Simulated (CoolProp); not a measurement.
p-xylene along the isotherm 346.85 °C: density (kg/m³) from the reference equation and from simpler models built on Tc = 343.0 °C, pc = 35.32 bar, ω = 0.324; each cubic takes its own stable root.

Model: reference Helmholtz-energy equation of state, Zhou 2012, in CoolProp.

```csv
p (bar),phase,reference,ideal gas,Redlich-Kwong,Soave-Redlich-Kwong,Peng-Robinson
9.81,gas,22.67,20.20,22.43,22.42,22.67
19.6,gas,52.78,40.37,51.48,51.41,52.71
29.4,gas,101.5,60.55,96.40,95.97,100.2
39.2,supercritical,388.3,80.73,299.1,292.4,319.9
49,supercritical,451.5,100.9,358.9,356.1,393.5
58.9,supercritical,(withheld),121.3,(withheld),386.7,428.5
68.7,supercritical,496.7,(withheld),409.7,408.0,452.8
78.5,supercritical,510.6,161.7,426.3,424.7,471.9
88.3,supercritical,522.0,181.9,440.1,438.7,487.7
```

**Question.** Fill in the missing entries.

**Answer.** 
- 58.9, reference: 478.6
- 58.9, Redlich-Kwong: 388.8
- 68.7, ideal gas: 141.5
